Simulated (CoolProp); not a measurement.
Model: reference Helmholtz-energy equation of state, McLinden 2020, in CoolProp.

Give the vapour pressure (kPa), liquid density (kg/m³), enthalpy of vaporisation (kJ/kg), liquid cp (kJ/(kg K)) of saturated R1336mzz(Z) at 293.4 K.


| T (K) | p (kPa) | liquid density (kg/m³) | enthalpy of vaporisation (kJ/kg) | liquid cp (kJ/(kg K)) |
|---|---|---|---|---|
| 293.4 | 60.8 | 1380 | 171 | 1.21 |
